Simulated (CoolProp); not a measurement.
Vapour-liquid equilibrium of CHF3 (R23) (1) + R152A (2) at 202.7 K; x and y are mole fractions of (1).

The numbers come from the multi-fluid Helmholtz-energy mixture model, Penoncello 2003 and Outcalt 1996; pair parameters Bell 2016 in CoolProp.

```tsv
x	bubble pressure (MPa)	y at the bubble point	dew pressure at overall composition x (MPa)	liquid density (mol/L)
0.05	0.01486	0.523	0.007780	16.87
0.15	0.03068	0.792	?	17.20
0.25	0.04758	?	0.009741	17.54
0.35	0.06535	0.924	0.01115	17.88
0.45	0.08378	0.950	?	18.23
0.55	0.1027	0.967	?	?
0.65	?	0.978	0.01964	18.91
0.75	0.1411	0.986	?	19.24
0.85	0.1603	0.993	0.03997	19.56
0.95	0.1796	0.998	0.08380	?
```

Question: Fill in the missing entries.

Answer: 
- 0.15, dew pressure at overall composition x (MPa): 0.008651
- 0.25, y at the bubble point: 0.881
- 0.45, dew pressure at overall composition x (MPa): 0.01302
- 0.55, dew pressure at overall composition x (MPa): 0.01566
- 0.55, liquid density (mol/L): 18.57
- 0.65, bubble pressure (MPa): 0.1218
- 0.75, dew pressure at overall composition x (MPa): 0.02633
- 0.95, liquid density (mol/L): 19.86

No azeotrope shows between x = 0.05 and 0.95.

Pair parameters are fitted to limited data, so mixtures are less certain than the pure fluids.
